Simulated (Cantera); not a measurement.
Cantera run, input and output.

```python
import numpy as np
import cantera as ct

gas = ct.Solution("gri30.yaml")
gas.TP = 300, 101325
flame = ct.CounterflowDiffusionFlame(gas, width=0.02)
flame.fuel_inlet.X, flame.fuel_inlet.T = {'CH3OH': 1, 'N2': 0.81}, 575
flame.oxidizer_inlet.X, flame.oxidizer_inlet.T = {'O2': 0.17, 'N2': 0.83}, 450
flame.set_refine_criteria(ratio=3, slope=0.12, curve=0.24, prune=0.03)
show = ['OH', 'H', 'NO', 'CO', 'C2H2']

rows = []
print(f"{'mdot':>8s}{'a_max':>10s}{'a_mean':>10s}{'Tmax/K':>9s}" + "".join(f"{s:>11s}" for s in show) + "   (peak mole fractions)")
for i, mdot in enumerate([0.25, 0.33, 0.43, 0.56, 0.72, 0.94, 1.2, 1.6]):  # kg/m2/s on the oxidiser side
    flame.oxidizer_inlet.mdot, flame.fuel_inlet.mdot = mdot, 0.76 * mdot
    flame.solve(loglevel=0, auto=(i == 0))
    if flame.T.max() < max(575, 450) + 100:
        print(f"{mdot:8.3g}  no burning solution found from the previous one")
        break
    dT = np.abs(np.gradient(flame.T, flame.grid))
    rows.append([flame.strain_rate("max"), flame.strain_rate("mean"), flame.T.max(),
                 *(flame.X[gas.species_index(s)].max() for s in show), max(dT[0], dT[-1]) / dT.max()])
    print(f"{mdot:8.3g}{rows[-1][0]:10.1f}{rows[-1][1]:10.1f}{rows[-1][2]:9.1f}" + "".join(f"{x:11.3e}" for x in rows[-1][3:-1]))
```

It prints:

```
    mdot     a_max    a_mean   Tmax/K         OH          H         NO         CO       C2H2   (peak mole fractions)
    0.25     131.1      30.9   1842.4  5.139e-03  4.799e-03  2.682e-05  1.156e-01  8.292e-05
    0.33     168.3      40.8   1818.5  5.178e-03  5.204e-03  2.493e-05  1.142e-01  9.876e-05
    0.43     214.2      53.2   1794.7  5.182e-03  5.589e-03  2.325e-05  1.127e-01  1.150e-04
    0.56     272.9      69.2   1769.6  5.153e-03  5.942e-03  2.155e-05  1.111e-01  1.312e-04
    0.72     344.4      89.0   1745.4  5.088e-03  6.274e-03  1.994e-05  1.096e-01  1.458e-04
    0.94     441.7     116.2   1719.9  5.007e-03  6.597e-03  1.822e-05  1.081e-01  1.588e-04
     1.2     556.0     148.4   1698.3  4.922e-03  6.881e-03  1.669e-05  1.069e-01  1.674e-04
     1.6     730.3     197.8   1670.3  4.757e-03  7.139e-03  1.463e-05  1.052e-01  1.696e-04
```

Cantera simulation using GRI-Mech 3.0 (53 species, 325 reactions); the numbers are that mechanism's predictions, not measurements. GRI-Mech 3.0 was tuned for natural gas; its chemistry of methanol as a main component is partial and can be far from experiment. GRI-Mech 3.0 has no aromatics or soot, which form on the fuel side of real flames. The maximum strain rate includes the flame's own expansion and is several times the mean.
